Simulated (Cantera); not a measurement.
What does this Cantera script print?

```python
import numpy as np
import cantera as ct

gas = ct.Solution("gri30.yaml")
gas.TPX = 1275, 530000, {'CH4': 7.3, 'H2O': 0.34, 'H2': 0.32}
reactor = ct.IdealGasConstPressureReactor(gas, energy="off", clone=False)
net = ct.ReactorNet([reactor])
net.rtol, net.atol = 1e-08, 1e-18
show = ['CH4', 'H2O', 'H2', 'O', 'CO', 'CH2CO', 'HCO']
times = np.geomspace(1e-06, 7, 13)

steps = ct.SolutionArray(gas, extra=["t"])
rows = []
print(f"{'t/s':>10s}{'T/K':>9s}{'P/Pa':>11s}" + "".join(f"{s:>11s}" for s in show))
for t in times:
    while net.time < t:
        t_next = net.step()
        steps.append(gas.state, t=t_next)
    rows.append([np.interp(t, steps.t, y) for y in (steps.T, steps.P, *steps(*show).X.T)])
    print(f"{t:10.3e}{rows[-1][0]:9.1f}{rows[-1][1]:11.4g}" + "".join(f"{x:11.3e}" for x in rows[-1][2:]))
rate = np.gradient(steps.T, steps.t)
print("integrator steps:", len(steps.t))
if steps.T.max() > steps.T[0] + 200:
    print(f"time of steepest temperature rise: {steps.t[rate.argmax()]:.4e} s")
gas.TPX = 1275, 530000, {'CH4': 7.3, 'H2O': 0.34, 'H2': 0.32}
gas.equilibrate("TP")
print(f"equilibrium (TP): T = {gas.T:.1f} K  " + "  ".join(f"{s} {gas[s].X[0]:.3e}" for s in show))
```

Output:

```
       t/s      T/K       P/Pa        CH4        H2O         H2          O         CO      CH2CO        HCO
 1.000e-06   1275.0    5.3e+05  9.171e-01  4.271e-02  4.020e-02  2.836e-22  1.682e-26  7.887e-37  1.806e-27
 3.719e-06   1275.0    5.3e+05  9.171e-01  4.271e-02  4.020e-02  3.307e-21  4.681e-24  4.473e-33  2.047e-25
 1.383e-05   1275.0    5.3e+05  9.171e-01  4.271e-02  4.020e-02  4.340e-20  2.128e-21  2.169e-29  3.261e-23
 5.144e-05   1275.0    5.3e+05  9.171e-01  4.271e-02  4.020e-02  5.827e-19  1.272e-18  7.568e-26  5.807e-21
 1.913e-04   1275.0    5.3e+05  9.171e-01  4.271e-02  4.020e-02  6.589e-18  7.352e-16  2.050e-22  8.792e-19
 7.114e-04   1275.0    5.3e+05  9.171e-01  4.271e-02  4.021e-02  2.248e-17  1.489e-13  1.840e-19  3.342e-17
 2.646e-03   1275.0    5.3e+05  9.171e-01  4.271e-02  4.022e-02  2.419e-17  4.996e-12  2.699e-17  2.184e-16
 9.840e-03   1275.0    5.3e+05  9.170e-01  4.271e-02  4.026e-02  2.624e-17  9.996e-11  2.585e-15  1.144e-15
 3.659e-02   1275.0    5.3e+05  9.166e-01  4.271e-02  4.046e-02  3.298e-17  2.181e-09  3.352e-13  7.050e-15
 1.361e-01   1275.0    5.3e+05  9.151e-01  4.270e-02  4.138e-02  4.760e-17  4.387e-08  5.924e-11  3.253e-14
 5.061e-01   1275.0    5.3e+05  9.083e-01  4.260e-02  4.594e-02  5.475e-17  3.930e-07  4.951e-09  4.952e-14
 1.882e+00   1275.0    5.3e+05  8.821e-01  4.213e-02  6.448e-02  5.508e-17  2.491e-06  7.535e-08  5.335e-14
 7.000e+00   1275.0    5.3e+05  7.995e-01  4.072e-02  1.221e-01  8.239e-17  2.493e-05  2.544e-07  1.221e-13
integrator steps: 774
equilibrium (TP): T = 1275.0 K  CH4 6.914e-01  H2O 1.995e-06  H2 2.314e-01  O 1.016e-20  CO 3.764e-02  CH2CO 2.540e-07  HCO 1.426e-10
```

Computed with Cantera and GRI-Mech 3.0 (53 species, 325 reactions). GRI-Mech 3.0 stops at C3 and has no aromatics, soot or wall deposition, so with more carbon than oxygen in the feed, carbon stays in small species such as C2H2 where larger ones or solid carbon would form.
